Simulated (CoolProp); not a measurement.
Vapour-liquid equilibrium of isobutane (1) + isobutene (2) at -48.05 °C; x and y are mole fractions of (1).

The numbers come from the multi-fluid Helmholtz-energy mixture model, Bücker 2006 and Lemmon 2005; pair parameters Bell 2016 in CoolProp.

| x | bubble pressure, mixture model (bar) | bubble pressure, Raoult's law (bar) | y, mixture model | y, Raoult's law |
|---|---|---|---|---|
| 0.05 | 0.1470 | 0.1462 | 0.069 | 0.064 |
| 0.125 | 0.1514 | 0.1494 | 0.166 | 0.157 |
| 0.2 | 0.1554 | 0.1526 | ? | 0.245 |
| 0.275 | 0.1592 | 0.1559 | 0.338 | 0.330 |
| 0.35 | 0.1628 | 0.1591 | 0.417 | 0.412 |
| 0.425 | 0.1662 | 0.1624 | ? | 0.490 |
| 0.5 | ? | 0.1656 | 0.564 | 0.565 |
| 0.575 | ? | 0.1689 | 0.633 | 0.638 |
| 0.65 | 0.1754 | 0.1721 | 0.700 | 0.707 |
| 0.725 | 0.1782 | 0.1754 | 0.766 | 0.774 |
| 0.8 | 0.1808 | 0.1786 | 0.831 | 0.839 |
| 0.875 | ? | 0.1819 | ? | 0.901 |
| 0.95 | ? | 0.1851 | 0.958 | 0.961 |

Some entries are withheld; supply them.


- 0.2, y, mixture model: 0.255
- 0.425, y, mixture model: 0.492
- 0.5, bubble pressure, mixture model (bar): 0.1694
- 0.575, bubble pressure, mixture model (bar): 0.1725
- 0.875, bubble pressure, mixture model (bar): 0.1833
- 0.875, y, mixture model: 0.895
- 0.95, bubble pressure, mixture model (bar): 0.1857

The largest gap from Raoult's law is +2.3 % in bubble pressure, at x = 0.425. No azeotrope shows between x = 0.05 and 0.95.

Pair parameters are fitted to limited data, so mixtures are less certain than the pure fluids.
